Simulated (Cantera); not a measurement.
Input (Python, Cantera) and output of one run.

```python
import numpy as np
import cantera as ct

gas_names = """
    CL CL2 H HCL H2 Si SiCL SiCL2 SiCL3 SiCL4 SiH SiHCL3 SiH2 SiH2CL2 SiH3 SiH3CL SiH4 Si2 Si3
""".split()
cond_names = """
    Si(cr) Si(L)
""".split()


# ... load() reads the species with a 1 bar reference pressure and builds the phases ...
atoms = {
    'SiCl4': {'Si': 1, 'CL': 4},
    'HCl': {'H': 1, 'CL': 1},
    'H2': {'H': 2},
}
top_T = {}  # K; cautious upper limits of use, not melting points


# ... equilibrate(T, P, feed) seeds the gas with the atoms and calls Mixture.equilibrate('TP', solver="vcs", rtol=1e-11, max_steps=5000) ...
results = []
feed = {'SiCl4': 1, 'HCl': 3.8, 'H2': 7.7}  # mol
T = 1298.15  # K
P = 16000  # Pa
mix = equilibrate(T, P, feed)
results.append((T, P, feed, dict(zip(mix.species_names, mix.species_moles))))
print(gas.report(threshold=1e-06))
for i in range(1, mix.n_phases):
    print(f"{mix.phase(i).name:16s} {mix.phase_moles(i):12.5e} mol")
```

It prints:

```
       temperature   1298.2 K
          pressure   16000 Pa
           density   0.038185 kg/m^3
  mean mol. weight   25.759 kg/kmol
   phase of matter   gas

                          1 kg             1 kmol
                     ---------------   ---------------
          enthalpy         -1.65e+06       -4.2501e+07  J
   internal energy        -2.069e+06       -5.3294e+07  J
           entropy            9277.6        2.3898e+05  J/K
    Gibbs function       -1.3694e+07       -3.5273e+08  J
 heat capacity c_p            1463.9             37710  J/K
 heat capacity c_v            1141.2             29395  J/K

                      mass frac. Y      mole frac. X     chem. pot. / RT
                     ---------------   ---------------   ---------------
                 H        8.1433e-08         2.081e-06           -10.267
               HCL           0.45279           0.31991           -36.505
                H2          0.047003           0.60057           -20.535
             SiCL2          0.012055         0.0031372           -61.686
             SiCL3          0.030483         0.0058408           -87.923
             SiCL4           0.42844          0.064963           -114.16
            SiHCL3          0.028963         0.0055082           -98.191
           SiH2CL2          0.000258        6.5798e-05           -82.221
     [  +11 minor]        1.8652e-06        1.1594e-06

Si(cr)            0.00000e+00 mol
```

Method: chemical equilibrium by Gibbs-energy minimisation in Cantera with the NASA 1993 tables (ideal gas, pure condensed phases). The tables' values for SiCl3 are old estimates; treat these amounts as uncertain.
